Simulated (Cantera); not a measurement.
An isothermal, constant-pressure homogeneous reactor starts with 0.873 % CO, 3.07 % O2, 0.0873 % H2O, 96.0 % N2, at 900 K and 0.370 bar.

Detailed kinetics in Cantera: GRI-Mech 3.0 (53 species, 325 reactions).

x: mole fraction; the columns are a selection and need not sum to one.

| t (s) | x CO | x O2 | x H2O | x O | x H2O2 |
|---|---|---|---|---|---|
| 2.00e-6 | 0.00873 | 0.0307 | 0.000873 | <1e-12 | <1e-12 |
| 6.91e-6 | 0.00873 | 0.0307 | 0.000873 | <1e-12 | <1e-12 |
| 2.39e-5 | 0.00873 | 0.0307 | 0.000873 | <1e-12 | <1e-12 |
| 8.25e-5 | 0.00873 | 0.0307 | 0.000873 | <1e-12 | <1e-12 |
| 0.000285 | 0.00873 | 0.0307 | 0.000873 | 2.33e-12 | <1e-12 |
| 0.000985 | 0.00873 | 0.0307 | 0.000873 | 7.96e-12 | <1e-12 |
| 0.00340 | 0.00873 | 0.0307 | 0.000873 | 2.68e-11 | <1e-12 |
| 0.0118 | 0.00873 | 0.0307 | 0.000873 | 8.44e-11 | <1e-12 |
| 0.0406 | 0.00873 | 0.0307 | 0.000873 | 2.21e-10 | <1e-12 |
| 0.140 | 0.00873 | 0.0307 | 0.000873 | 4.22e-10 | <1e-12 |
| 0.485 | 0.00873 | 0.0307 | 0.000873 | 1.16e-9 | 2.08e-12 |
| 1.68 | 0.00873 | 0.0307 | 0.000873 | 2.73e-8 | ? |
| 5.79 | 0.00858 | 0.0306 | 0.000872 | 1.85e-7 | ? |
| 20.0 | 0.00768 | 0.0302 | 0.000869 | 2.12e-7 | ? |

Complete the blanks.


- 1.68, x H2O2: 3.32e-9
- 5.79, x H2O2: 3.68e-7
- 20.0, x H2O2: 5.12e-7
